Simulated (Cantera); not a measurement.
**Premixed flame**

A freely propagating, adiabatic, planar premixed flame of H2 : O2 : N2 : H2O = 1 : 0.357 : 1.34 : 0.27 (molar parts), equivalence ratio 1.4, unburnt at 675 K and 6.51 atm; mixture-averaged transport, grid criteria slope 0.08 and curve 0.16, no radiation.

Computed with Cantera and the H2/O2 subset of GRI-Mech 3.0, which has no nitrogen chemistry. The hydrogen kinetics of GRI-Mech 3.0 are dated; newer H2 mechanisms differ, most at raised pressure. Burning velocities carry a grid error of a few per cent, more on coarse grids.

```
z (mm)    T (K)  u (m/s)   x H2      x O2   x H2O     x HO2   x H2O2      x OH
--------  -----  -------  -----  --------  ------  --------  -------  --------
-0.118      675     8.23  0.337     0.120  0.0910     <1e-8    <1e-8     <1e-8
-0.0789     675     8.23  0.337     0.120  0.0910   1.32e-8    <1e-8     <1e-8
-0.0592     675     8.23  0.337     0.120  0.0910   1.36e-7    <1e-8     <1e-8
-0.0394     676     8.23  0.335     0.121  0.0913   5.02e-6  1.11e-7     <1e-8
-0.0197     730     8.71  0.319     0.122  0.0964  0.000682  2.32e-5   4.55e-5
-0.00986   1002     11.6  0.278     0.113   0.127   0.00113  9.85e-5  0.000975
0          1417     15.9  0.211    0.0822   0.199  0.000523  3.18e-5   0.00281
0.00986    1714     19.1  0.151    0.0431   0.274  0.000224  5.47e-6   0.00625
0.0197     1879     20.8  0.120    0.0201   0.316   9.34e-5  3.37e-6   0.00916
0.0394     2035     22.3  0.105   0.00633   0.343   2.71e-5  1.89e-6    0.0110
0.0789     2162     23.6  0.103   0.00254   0.356   1.05e-5  1.07e-6   0.00979
0.158      2259     24.4  0.104   0.00115   0.364   4.44e-6  6.14e-7   0.00728
0.316      2323     25.0  0.104  0.000453   0.370   1.53e-6  3.16e-7   0.00481
```
x: mole fraction of selected species; z is measured from the peak of heat release.

```json
{
  "laminar_burning_velocity": "823 cm/s",
  "thermal_thickness": "0.0394 mm",
  "peak x(HO2)": "0.00130",
  "peak x(H2O2)": "9.90e-5",
  "peak x(OH)": "0.0110",
  "grid_points": "111"
}
```
